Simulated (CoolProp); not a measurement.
Saturation properties of toluene (Tc = 591.7 K, pc = 4126 kPa, ω = 0.266).

Values from CoolProp's reference Helmholtz-energy equation of state, Lemmon 2006. It is a short technical equation, of lower accuracy than the large ones.

```json
[
 {"T (K)": "405.5", "p (kPa)": "180.9", "enthalpy of vaporisation (kJ/kg)": "345.9", "vapour Z": "0.9393"},
 {"T (K)": "424.2", "p (kPa)": "282.0", "enthalpy of vaporisation (kJ/kg)": "332.3", "vapour Z": "0.9173"},
 {"T (K)": "442.9", "p (kPa)": "421.5", "enthalpy of vaporisation (kJ/kg)": "317.6", "vapour Z": "[?]"},
 {"T (K)": "461.6", "p (kPa)": "607.7", "enthalpy of vaporisation (kJ/kg)": "301.5", "vapour Z": "0.8590"},
 {"T (K)": "480.2", "p (kPa)": "848.5", "enthalpy of vaporisation (kJ/kg)": "283.8", "vapour Z": "0.8219"},
 {"T (K)": "498.9", "p (kPa)": "1156", "enthalpy of vaporisation (kJ/kg)": "263.8", "vapour Z": "[?]"},
 {"T (K)": "517.6", "p (kPa)": "1541", "enthalpy of vaporisation (kJ/kg)": "240.8", "vapour Z": "0.7261"},
 {"T (K)": "536.3", "p (kPa)": "2015", "enthalpy of vaporisation (kJ/kg)": "213.5", "vapour Z": "0.6644"},
 {"T (K)": "555", "p (kPa)": "2594", "enthalpy of vaporisation (kJ/kg)": "179.6", "vapour Z": "0.5887"},
 {"T (K)": "573.7", "p (kPa)": "3298", "enthalpy of vaporisation (kJ/kg)": "[?]", "vapour Z": "0.4894"}
]
```

**Question.** Complete the blanks.

**Answer.** 
- 442.9, vapour Z: 0.8907
- 498.9, vapour Z: 0.7779
- 573.7, enthalpy of vaporisation (kJ/kg): 132.7

It boils at 383.7 K under 1 atm.
